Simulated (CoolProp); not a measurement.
The fluid at 298.15 K and 1.49 MPa (liquid) is heated at constant pressure to 496 K. The same conditions are run with several fluids, on thermodynamics alone (safety and materials aside).

The numbers come from the reference Helmholtz-energy equation of state of each fluid (n-heptane: Span 2003; dimethyl carbonate: Zhou 2011; benzene: Thol 2012; dodecamethylcyclohexasiloxane (D6): Colonna 2008) in CoolProp.

Task: Rank n-heptane, dimethyl carbonate, benzene, dodecamethylcyclohexasiloxane (D6) by heat (kJ/kg), highest first.

Result: benzene (683), dimethyl carbonate (675), n-heptane (537), dodecamethylcyclohexasiloxane (D6) (350)

| fluid | final phase | final density (kg/m³) |
|---|---|---|
| n-heptane | liquid | 457 |
| dimethyl carbonate | gas | 39.6 |
| benzene | gas | 34.6 |
| dodecamethylcyclohexasiloxane (D6) | liquid | 748 |
